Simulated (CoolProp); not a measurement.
The fluid at 291.36 K and 1.79 MPa flows at 0.74 m/s in a round tube of 12.7 mm bore and 1.5 µm roughness, fully developed (64/Re and Nu = 3.66 if laminar; Colebrook and Gnielinski if turbulent). The same conditions are run with several fluids, on thermodynamics alone (safety and materials aside).

Model: reference Helmholtz-energy equation of state of each fluid (propylene: Lemmon 2013; R152A: Outcalt 1996; water: Wagner 2002; R142b: Lemmon 2006; n-butane: Bücker 2006), in CoolProp.

Task: Rank propylene, R152A, water, R142b, n-butane by Reynolds number, highest first.

Result: R152A (48500), propylene (47600), R142b (42100), n-butane (31700), water (8970)

```csv
fluid,Darcy friction factor,pressure drop (Pa/m),heat-transfer coefficient (W/(m² K)),mass flow (kg/h)
propylene,0.0215,241,1760,176
R152A,0.0214,426,1840,311
water,0.0320,689,3400,337
R142b,0.0221,540,1480,382
n-butane,0.0235,295,1480,197
```

Transport values come from each fluid's own correlations; those of propylene, R152A, R142b are estimates that may be off by 10 % or more.
